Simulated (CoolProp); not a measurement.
Saturation properties of R141b.

The numbers come from the reference Helmholtz-energy equation of state, Lemmon 2006 in CoolProp. It is a short technical equation, of lower accuracy than the large ones.

```tsv
T (K)	p (bar)	liquid density (kg/m³)	vapour Z	liquid viscosity (µPa s)
244.5	0.06331	1334	…	829
248.3	0.07899	1327	0.9932	781
252.2	0.09832	…	0.9921	736
256	0.1208	1313	0.9908	697
259.9	…	1306	0.9895	…
263.7	0.1793	1299	0.9880	625
267.6	0.2168	1291	0.9863	593
271.4	0.2593	1284	0.9845	564
275.3	…	1277	0.9825	536
279.1	0.3660	1270	0.9804	511
283	0.4322	1263	0.9781	487
286.8	0.5056	1256	0.9756	465
290.7	0.5910	1248	0.9729	…
```

**Question.** Some entries are withheld; supply them.

**Answer.** 
- 244.5, vapour Z: 0.9941
- 252.2, liquid density (kg/m³): 1320
- 259.9, p (bar): 0.1480
- 259.9, liquid viscosity (µPa s): 659
- 275.3, p (bar): 0.3096
- 290.7, liquid viscosity (µPa s): 444

It boils at 305.2 K under 1 atm.

Viscosity comes from a separate model (Huber 2003), an estimate that may be off by 10 % or more.
